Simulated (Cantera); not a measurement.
A perfectly stirred reactor is fed with CH4 : C2H6 : C3H8 : O2 : N2 : H2O = 1 : 0.36 : 0.98 : 6.8 : 51 : 4.3 (molar parts), equivalence ratio 1.2, at 10.0 bar; it is adiabatic with a 673 K inlet, and is followed from long to short residence time, starting on the burning branch (τ in s: 0.087, 0.038, 0.016, 0.0071, 0.0031, 0.0013, 0.00057, 0.00025, 0.00011, 4.7e-05, 2e-05).

Cantera simulation using GRI-Mech 3.0 (53 species, 325 reactions); the numbers are that mechanism's predictions, not measurements. GRI-Mech 3.0 was tuned for natural gas; its chemistry of propane as a main component is partial and can be far from experiment.

Question: What does this change do: O2 6.8 to 4.9 parts?

Answer: 
```json
[
 {"quantity": "blow-out, bracketed by the residence times tried", "before": "burning at 1.30 ms, out at 0.570 ms", "after": "burning at 3.10 ms, out at 1.30 ms"},
 {"quantity": "x(CH4) at τ = 87.0 ms", "before": "0.00120", "after": "0.00807"},
 {"quantity": "x(C2H6) at τ = 87.0 ms", "before": "2.74e-6", "after": "0.000104"},
 {"quantity": "x(C3H8) at τ = 87.0 ms", "before": "7.25e-7", "after": "3.86e-5"},
 {"quantity": "x(HCO) at τ = 87.0 ms", "before": "5.97e-9", "after": "7.57e-9"},
 {"quantity": "x(CH3) at τ = 87.0 ms", "before": "3.18e-5", "after": "1.88e-5"},
 {"quantity": "x(CH4) at τ = 1.30 ms", "before": "0.00176", "after": "0.0160"},
 {"quantity": "x(C2H6) at τ = 1.30 ms", "before": "5.50e-5", "after": "0.00576"},
 {"quantity": "x(C3H8) at τ = 1.30 ms", "before": "3.88e-5", "after": "0.0157"},
 {"quantity": "x(HCO) at τ = 1.30 ms", "before": "2.16e-7", "after": "<1e-12"},
 {"quantity": "x(CH3) at τ = 1.30 ms", "before": "0.000150", "after": "<1e-12"}
]
```
